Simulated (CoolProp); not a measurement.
A closed Brayton cycle with carbon dioxide: compressor inlet 329.15 K and 9.4 MPa, high pressure 17.2 MPa, turbine inlet 995 K, compressor efficiency 0.8, turbine efficiency 0.85, recuperator effectiveness 0 (on enthalpy, no pinch check). Each further row changes one setting.

Model: reference Helmholtz-energy equation of state, Span 1996, in CoolProp.

```tsv
case	thermal efficiency (%)	net work (kJ/kg)	compressor to turbine work	compressor exit (K)	turbine exit (K)
as stated	8.2	65.5	0.31	377.3	916.5
turbine inlet 945 K	8.2	60.5	___	377.3	___
compressor inlet 339.15 K	7.9	60.9	0.36	392.2	916.5
high pressure 14.6 MPa	6.1	49.2	___	364.0	937.4
recuperator effectiveness 0.5	13.7	65.5	0.31	377.3	916.5
```

### Question
Complete the blanks.

### Answer

- turbine inlet 945 K, compressor to turbine work: 0.32
- turbine inlet 945 K, turbine exit (K): 869.2
- high pressure 14.6 MPa, compressor to turbine work: 0.29
